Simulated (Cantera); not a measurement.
**Thermal oxidation and active oxidation of silicon: Si + O2 + H2**

A closed system holds: 1 mol Si, 0.1 mol O2, 34 mol H2, at 1.33 mbar.

Method: chemical equilibrium by Gibbs-energy minimisation in Cantera with the NASA 1993 tables (ideal gas, pure condensed phases). Candidate condensed phases: H2O, Si, SiO2; 18 gas species. Mutual solubility and eutectic melting of coexisting phases are not modelled. The tables hold silica as quartz up to 1696 K and as liquid above; real silica turns to tridymite and cristobalite and melts near 1996 K. Gases not in the tables: Si2H6 and higher silanes. Equilibrium is a limit: real reactors are often held back by kinetics, nucleation or transport.

```tsv
T (K)	x H2	x H	x Si	x SiO	x SiH	x Si2	n Si(s)	n SiO2(β-quartz)	n Si(l)
1275	0.997	2.02e-5	1.45e-8	0.00306	5.03e-9	2.77e-12	0.848	0.0478	0
1375	0.994	9.36e-5	3.08e-7	0.00585	6.31e-8	1.48e-10	0.800	0	0
1475	0.994	0.000354	4.31e-6	0.00585	5.60e-7	4.60e-9	0.800	0	0
1575	0.993	0.00113	4.31e-5	0.00584	3.74e-6	9.16e-8	0.798	0	0
1675	0.991	0.00316	0.000326	0.00584	1.99e-5	1.27e-6	0.788	0	0
1775	0.985	0.00787	0.00165	0.00582	7.32e-5	9.21e-6	0	0	0.739
1875	0.969	0.0177	0.00679	0.00576	0.000226	5.10e-5	0	0	0.550
1975	0.936	0.0363	0.0214	0.00561	0.000543	0.000184	0	0	0
2075	0.903	0.0693	0.0214	0.00552	0.000426	7.42e-5	0	0	0
2175	0.850	0.123	0.0210	0.00536	0.000329	3.12e-5	0	0	0
```
x: gas mole fraction; n: condensed amount in mol.

At 1275 K the condensed part is Si(s) + SiO2(β-quartz). From 1375 K to 1675 K the condensed part is Si(s). From 1775 K to 1875 K the condensed part is Si(l). From 1975 K to 2175 K nothing is condensed. The main Si-bearing gas is SiO at 1275 K and Si at 2175 K.
